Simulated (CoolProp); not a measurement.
A single-stage vapour-compression cycle with the fluid: evaporating at 214.15 K (dew point), condensing at 277.15 K (bubble point), superheat 5 K, subcooling 0 K, compressor efficiency 0.6, no pressure losses. The same conditions are run with several fluids, on thermodynamics alone (safety and materials aside).

The numbers come from the reference Helmholtz-energy equation of state of each fluid (CH3F (R41): Lemmon 2006; R13: Platzer 1990; R227EA: Lemmon 2016; ethane: Bücker 2006; R143a: Lemmon and Jacobsen 2000) in CoolProp. The equations of Platzer and Polt are older, rougher fits.

| fluid | cooling COP | pressure ratio | discharge temperature (K) | refrigerating effect (kJ/kg) | volumetric capacity (kJ/m³) |
|---|---|---|---|---|---|
| CH3F (R41) | 1.40 | 8.58 | 422.4 | 320 | 1700 |
| R13 | 1.24 | 7.46 | 331.5 | 73.4 | ? |
| R227EA | 1.42 | 22.2 | 304.5 | 85.2 | 81.7 |
| ethane | 1.32 | 6.67 | 352.5 | ? | 1880 |
| R143a | 1.50 | ? | ? | 151 | 402 |

Problem. What belongs in the gaps?

Solution. 
- R13, volumetric capacity (kJ/m³): 1330
- ethane, refrigerating effect (kJ/kg): 266
- R143a, pressure ratio: 12.5
- R143a, discharge temperature (K): 339.7
